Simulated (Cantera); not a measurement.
Adiabatic ignition

An adiabatic, constant-pressure homogeneous reactor starts with H2 : O2 : N2 : NO = 1 : 0.676 : 2.54 : 0.0043 (molar parts), at 1075 K and 4.93 atm.

Cantera simulation using GRI-Mech 3.0 (53 species, 325 reactions); the numbers are that mechanism's predictions, not measurements. The hydrogen kinetics of GRI-Mech 3.0 are dated; newer H2 mechanisms differ, most at raised pressure. The mechanism lacks 2 NO + O2 → 2 NO2 and HONO, so NO2 and the effect of NO are under-described below about 1400 K.

```tsv
t (s)	T (K)	x H2	x O2	x NO	x OH	x H2O	x O	x H
5.00e-6	1075	0.237	0.160	0.00102	2.62e-10	1.30e-8	4.07e-10	2.39e-9
1.21e-5	1075	0.237	0.160	0.00102	1.21e-9	1.14e-7	1.75e-9	1.01e-8
2.95e-5	1075	0.237	0.160	0.00102	2.21e-8	2.89e-6	3.11e-8	1.80e-7
7.15e-5	1093	0.235	0.159	0.000919	1.53e-5	0.00248	1.31e-5	7.45e-5
0.000174	2633	0.00587	0.0448	0.00165	0.0155	0.252	0.00257	0.00151
0.000422	2631	0.00586	0.0442	0.00288	0.0154	0.252	0.00253	0.00150
0.00102	2627	0.00585	0.0431	0.00535	0.0151	0.252	0.00245	0.00147
0.00249	2622	0.00583	0.0414	0.00889	0.0147	0.252	0.00235	0.00144
0.00603	2618	0.00582	0.0404	0.0111	0.0145	0.253	0.00229	0.00142
0.0147	2618	0.00582	0.0403	0.0114	0.0145	0.253	0.00228	0.00142
0.0356	2618	0.00582	0.0403	0.0114	0.0145	0.253	0.00228	0.00142
0.0864	2618	0.00582	0.0403	0.0114	0.0145	0.253	0.00228	0.00142
0.210	2618	0.00582	0.0403	0.0114	0.0145	0.253	0.00228	0.00142
0.509	2618	0.00582	0.0403	0.0114	0.0145	0.253	0.00228	0.00142
1.24	2618	0.00582	0.0403	0.0114	0.0145	0.253	0.00228	0.00142
3.00	2618	0.00582	0.0403	0.0114	0.0145	0.253	0.00228	0.00142
```
x: mole fraction; the columns are a selection and need not sum to one.

```yaml
time_of_steepest_temperature_rise: 84.6 µs
temperature at 3.00 s: 2618 K
equilibrium_temperature: 2618 K
x(H2) at 3.00 s: 0.00582 (gas-phase equilibrium 0.00582)
x(O2) at 3.00 s: 0.0403 (gas-phase equilibrium 0.0403)
x(NO) at 3.00 s: 0.0114 (gas-phase equilibrium 0.0114)
```
